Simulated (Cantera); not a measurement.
Charge: 1 mol MgO, 0.59 mol CH4, 1.1 mol H2, 5.6 mol CO, equilibrated at 0.670 bar.

These are equilibrium values from Cantera (NASA tables, ideal gas, pure condensed phases), not measurements of a reactor. Candidate condensed phases: C, C6H6, C7H8, C8H18, H2O, Mg, MgCO3, MgO, Mg(OH)2; 116 gas species. The tables' values for MgH are old estimates; treat these amounts as uncertain. Equilibrium is a limit: real reactors are often held back by kinetics, nucleation or transport. All values below are at 1873 K.

Base state: CO 0.696, H2 0.269, Mg 0.0346, H 0.000409, MgH 0.000210, C2H2 (acetylene) 8.39e-5, CH4 2.95e-5, H2O 2.52e-5 (mole fractions); condensed: C(graphite) + MgO(s).

Q: What changes in the equilibrium state with this change: pressure from 0.670 bar to 8.00 bar?

A: 
```json
[
 {"species": "CO", "before": "0.696", "after": "0.710"},
 {"species": "H2", "before": "0.269", "after": "0.288"},
 {"species": "CH4", "before": "2.95e-5", "after": "0.000405"},
 {"species": "Mg", "before": "0.0346", "after": "0.000238"},
 {"species": "MgH", "before": "0.000210", "after": "5.16e-6"},
 {"species": "H2O", "before": "2.52e-5", "after": "0.000330"},
 {"species": "CO2", "before": "1.59e-5", "after": "0.000198"},
 {"species": "C(graphite), mol", "before": "0.294", "after": "0.588"},
 {"species": "MgO(s), mol", "before": "0.705", "after": "0.998"}
]
```
